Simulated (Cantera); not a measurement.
Cantera run:

```python
import numpy as np
import cantera as ct

gas_names = [...]  # 110 gases of nasa_gas.yaml made of C, H, O
cond_names = """
    C(gr) C6H6(L) C7H8(L) C8H18(L),n-octa H2O(s) H2O(L)
""".split()


# ... load() reads the species with a 1 bar reference pressure and builds the phases ...
atoms = {
    'C2H6': {'C': 2, 'H': 6},
    'H2O': {'H': 2, 'O': 1},
    'H2': {'H': 2},
}
top_T = {'C(gr)': 4500}  # K; cautious upper limits of use, not melting points


# ... equilibrate(T, P, feed) seeds the gas with the atoms and calls Mixture.equilibrate('TP', solver="vcs", rtol=1e-11, max_steps=5000) ...
results = []
feed = {'C2H6': 1, 'H2O': 1.4, 'H2': 0.38}  # mol
P = 29  # Pa
for T in [1375, 1525, 1675, 1825, 1975, 2125, 2275, 2425, 2575, 2725]:
    mix = equilibrate(T, P, feed)
    results.append((T, P, feed, dict(zip(mix.species_names, mix.species_moles))))

top = {s: max(r[3][s] / sum(r[3][g] for g in gas_names) for r in results) for s in gas_names}
cols = sorted((s for s in top if top[s] > 0.001), key=lambda s: -top[s])[:5]
seen = [c for c in cond_names if any(r[3].get(c, 0) > 1e-12 for r in results)]
print("log10 of partial pressures in bar; condensed amounts in mol")
print(f"{'T/K':>10s}" + "".join(f"{s[:9]:>10s}" for s in cols + seen))
for T, P, feed, n in results:
    ng = sum(n[g] for g in gas_names)
    print(f"{T:10.4g}" + "".join(f"{np.log10(max(n[s] / ng * P / 1e5, 1e-99)):10.3f}" for s in cols)
          + "".join(f"{n.get(c, 0):10.4g}" for c in seen))
```

Output:

```
log10 of partial pressures in bar; condensed amounts in mol
       T/K         H        H2        CO        C3         C     C(gr)
      1375    -7.290    -3.649    -4.183   -20.367   -19.039       0.6
      1525    -6.451    -3.650    -4.183   -17.265   -16.354    0.5999
      1675    -5.761    -3.652    -4.184   -14.727   -14.151    0.5994
      1825    -5.186    -3.661    -4.187   -12.614   -12.312     0.598
      1975    -4.706    -3.685    -4.197   -10.828   -10.753    0.5941
      2125    -4.311    -3.743    -4.221    -9.301    -9.416    0.5857
      2275    -4.004    -3.867    -4.264    -7.980    -8.256    0.5715
      2425    -3.794    -4.093    -4.324    -6.827    -7.240    0.5422
      2575    -3.680    -4.438    -4.382    -5.812    -6.344    0.3636
      2725    -3.636    -4.862    -4.420    -5.393    -5.708         0
```

Method: chemical equilibrium by Gibbs-energy minimisation in Cantera with the NASA 1993 tables (ideal gas, pure condensed phases).
